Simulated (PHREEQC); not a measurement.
Solution (25 °C): 2.3 mmol/kgw NaHSO4, 0.067 mmol/kgw NaOH and 31 mmol/kgw NaCl. It is in equilibrium with CO2 at log p = -1 (atm). Otherwise closed; pH follows from the charge balance.

Computed with PHREEQC (ion-association model, phreeqc.dat).

| Item | Result |
|---|---|
| pH | 2.75 |
| ionic strength | 0.0372 mol/kgw |
| specific conductance | 4440 µS/cm |
| total alkalinity | -2.23 meq/kg |

| species | molality | activity | log γ |
|---|---|---|---|
| Na+ | 0.0332 | 0.0279 | -0.075 |
| Cl- | 0.0310 | 0.0258 | -0.079 |
| CO2 | 0.00337 | 0.00340 | 0.004 |
| H+ | 0.00203 | 0.00176 | -0.063 |
| SO4-2 | 0.00194 | 0.000972 | -0.300 |
| HSO4- | 0.000199 | 0.000167 | -0.077 |
| NaSO4- | 0.000161 | 0.000136 | -0.073 |
| HCO3- | 1.02e-6 | 8.57e-7 | -0.073 |
| (CO2)2 | 2.11e-7 | 2.12e-7 | 0.004 |
| NaHCO3 | 1.34e-8 | 1.35e-8 | 0.004 |

This is a speciation only: nothing precipitates in the calculation.
